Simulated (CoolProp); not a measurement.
Vapour-liquid equilibrium of CHF3 (R23) (1) + R13 (2) at -1.55 °C; x and y are mole fractions of (1).

Values from CoolProp's multi-fluid Helmholtz-energy mixture model, Penoncello 2003 and Platzer 1990; pair parameters Bell 2016. This equation is an older, rougher fit; its heat capacities, sound speeds and derivatives of the liquid may be far off and weren't checked against measurements.

Q: Give the bubble pressure and the first vapour's composition at x = 0.125, 0.425, 0.875. Is there an azeotrope?

A: x = 0.125: 2194 kPa, y = 0.191; x = 0.425: 2589 kPa, y = 0.474; x = 0.875: 2560 kPa, y = 0.848. y crosses x between x = 0.575 and 0.65: the model has an azeotrope there.

Pair parameters are fitted to limited data, so mixtures are less certain than the pure fluids.
